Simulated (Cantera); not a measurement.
**Fluorocarbon and chlorocarbon gases: CH3Cl + HCl + H2 + CH4**

Charge: 1 mol CH3Cl, 0.27 mol HCl, 0.37 mol H2, 0.06 mol CH4, at 133 Pa.

Equilibrium computed with Cantera from the NASA thermochemical tables; the gas is ideal and each condensed phase is pure. Candidate condensed phases: C, C6H6, C7H8, C8H18; 91 gas species. Rates play no part.

From 698 K to 1998 K the condensed part is C(graphite). The main C-bearing gas is CH4 at 698 K and C2H2 (acetylene) at 1998 K.

```
T (K)   x H2  x HCl       x H      x Cl     x CH4  x C2H2 (acetylene)   x C2HCl     x Cl2  n C(graphite)
-----  -----  -----  --------  --------  --------  ------------------  --------  --------  -------------
698    0.535  0.462    <1e-12    <1e-12   0.00338              <1e-12    <1e-12    <1e-12           1.05
798    0.539  0.460  5.36e-11  4.75e-11  0.000538              <1e-12    <1e-12    <1e-12           1.06
898    0.540  0.460   2.20e-9   1.83e-9  0.000124            2.84e-11    <1e-12    <1e-12           1.06
998    0.540  0.460   4.33e-8   3.44e-8   3.79e-5            5.83e-10    <1e-12  1.11e-11           1.06
1098   0.540  0.460   4.98e-7   3.80e-7   1.42e-5             6.87e-9    <1e-12  8.82e-11           1.06
1198   0.540  0.460   3.83e-6   2.83e-6   6.23e-6             5.34e-8  6.40e-12  4.98e-10           1.06
1298   0.540  0.460   2.16e-5   1.55e-5   3.10e-6             3.01e-7  6.89e-11   2.16e-9           1.06
1398   0.540  0.460   9.52e-5   6.68e-5   1.70e-6             1.32e-6  5.27e-10   7.60e-9           1.06
1498   0.540  0.460  0.000346  0.000238   1.01e-6             4.76e-6   3.07e-9   2.26e-8           1.06
1598   0.539  0.459   0.00107  0.000721   6.38e-7             1.45e-5   1.43e-8   5.88e-8           1.06
1698   0.538  0.457   0.00290   0.00192   4.26e-7             3.88e-5   5.54e-8   1.36e-7           1.06
1798   0.535  0.453   0.00706   0.00457   2.96e-7             9.24e-5   1.83e-7   2.84e-7           1.06
1898   0.530  0.444    0.0156   0.00987   2.12e-7            0.000199   5.28e-7   5.42e-7           1.06
1998   0.520  0.429    0.0317    0.0195   1.54e-7            0.000394   1.34e-6   9.43e-7           1.06
```
x: gas mole fraction; n: condensed amount in mol.
